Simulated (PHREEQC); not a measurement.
Make-up at 26 °C: 0.016 mol/kgw ZnSO4, 0.00052 mol/kgw Na2SO4 and 0.025 mol/kgw MnSO4. Closed to the air; pH follows from the charge balance.

Equilibrium calculation in PHREEQC: ion-association model, phreeqc.dat.

```json
[
 {"quantity": "pH", "before": "5.83", "after": "5.29"},
 {"quantity": "ionic strength (mol/kgw)", "before": "0.0967", "after": "0.0819"},
 {"quantity": "SO4-2 (mol/kgw)", "before": "0.0231", "after": "0.0197"},
 {"quantity": "Mn+2 (mol/kgw)", "before": "0.0154", "after": "0.0119"},
 {"quantity": "MnSO4 (mol/kgw)", "before": "0.00958", "after": "0.0131"},
 {"quantity": "NaSO4- (mol/kgw)", "before": "4.34e-5", "after": "4.66e-5"}
]
```

Task: Name the change that produced these shifts.
(A) temperature from 26 to 60 °C
(B) ZnSO4 left out
(C) ZnSO4 replaced by Li2SO4 at the same molality
(D) temperature from 26 to 75 °C

Result: D, temperature from 26 to 75 °C

This is a speciation only: nothing precipitates in the calculation. Constants without temperature data keep their 25 °C values here.
